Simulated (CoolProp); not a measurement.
Methanol along the isotherm 414.9 K: fugacity coefficient from the reference equation and from simpler models built on Tc = 513.4 K, pc = 82.16 bar, ω = 0.565; each cubic takes its own stable root.

Values from CoolProp's reference Helmholtz-energy equation of state, de Reuck 1993.

```csv
p (bar),phase,reference
3.42,gas,0.9644
6.85,gas,0.9266
10.3,gas,0.8844
13.7,liquid,0.7253
17.1,liquid,0.5839
20.5,liquid,0.4894
24,liquid,0.4201
27.4,liquid,0.3697
30.8,liquid,0.3305
34.2,liquid,0.2990
37.7,liquid,0.2726
41.1,liquid,0.2513
```

### Question
How far does each simpler model (van der Waals, Redlich-Kwong, Soave-Redlich-Kwong, Peng-Robinson) lie from the reference over these 12 states: mean and median of the absolute difference, and the worst?

### Answer
- van der Waals: mean 85.8 %, median 91.6 %, worst +162.2 % at 414.9 K and 41.1 bar
- Redlich-Kwong: mean 54.0 %, median 77.1 %, worst +83.3 % at 414.9 K and 41.1 bar
- Soave-Redlich-Kwong: mean 5.7 %, median 6.8 %, worst +7.8 % at 414.9 K and 41.1 bar
- Peng-Robinson: mean 4.4 %, median 5.3 %, worst +5.8 % at 414.9 K and 41.1 bar

At some of these states van der Waals, Redlich-Kwong gives the other phase, because its saturation line lies elsewhere.
